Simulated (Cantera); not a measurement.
An isothermal, constant-pressure homogeneous reactor starts with 17.0 % H₂, 62.9 % O₂, 20.1 % N₂, equivalence ratio 0.14, at 975 K and 26.3 Torr.

Detailed kinetics in Cantera: GRI-Mech 3.0 (53 species, 325 reactions). Radical loss at walls, strong at low pressure, is not modelled. The temperature is held fixed by assumption; the heat of reaction is taken as removed at once.

One state of this run: x H₂ = 0.000417; x O₂ = 0.594; x NO = 2.16e-7; x H₂O₂ = 7.85e-7; x HO₂ = 1.04e-5; x H₂O = 0.185; x H = 3.94e-5. x: mole fraction; the columns are a selection and need not sum to one.

**Question.** Which value of t (s) does it belong to?
A. 0.00107
B. 0.0132
C. 0.00375
D. 0.0462

**Answer.** B, 0.0132
